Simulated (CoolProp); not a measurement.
Vapour-liquid equilibrium of R134a (1) + dimethyl ether (2) at 265.1 K; x and y are mole fractions of (1).

Values from CoolProp's multi-fluid Helmholtz-energy mixture model, Tillner-Roth 1994 and Wu 2011; pair parameters Bell 2016.

```tsv
x	bubble pressure, mixture model (MPa)	bubble pressure, Raoult's law (MPa)	y, mixture model	y, Raoult's law
0.05	0.1968	0.2001	0.040	0.054
0.2	0.1917	0.2027	0.184	0.214
0.35	0.1901	0.2053	0.352	0.369
0.5	0.1922	0.2079	0.527	0.521
0.65	0.1974	0.2104	0.691	0.669
0.8	0.2048	0.2130	0.837	0.813
0.95	0.2134	0.2156	0.962	0.954
```

The largest gap from Raoult's law is -7.6 % in bubble pressure, at x = 0.5. y crosses x between x = 0.2 and 0.35: the model has an azeotrope there.

Pair parameters are fitted to limited data, so mixtures are less certain than the pure fluids.
